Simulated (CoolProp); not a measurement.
Methanol along the isotherm 620 K: Z from the reference equation and from simpler models built on Tc = 513.4 K, pc = 8.216 MPa, ω = 0.565; each cubic takes its own stable root.

Model: reference Helmholtz-energy equation of state, de Reuck 1993, in CoolProp.

| p (MPa) | phase | reference |
|---|---|---|
| 0.26 | gas | 0.9948 |
| 0.534 | gas | 0.9892 |
| 1.1 | gas | 0.9776 |
| 2.25 | gas | 0.9531 |
| 4.62 | gas | 0.9013 |
| 9.49 | supercritical | 0.7981 |
| 19.5 | supercritical | 0.6081 |
| 40 | supercritical | 0.5856 |
| 82.2 | supercritical | 0.9062 |

### Question
How far does each simpler model (van der Waals, Redlich-Kwong, Soave-Redlich-Kwong) lie from the reference over these 9 states: mean and median of the absolute difference, and the worst?

### Answer
- van der Waals: mean 13.6 %, median 1.6 %, worst +61.1 % at 620 K and 82.2 MPa
- Redlich-Kwong: mean 7.5 %, median 1.7 %, worst +29.2 % at 620 K and 82.2 MPa
- Soave-Redlich-Kwong: mean 11.3 %, median 1.6 %, worst +39.9 % at 620 K and 40 MPa
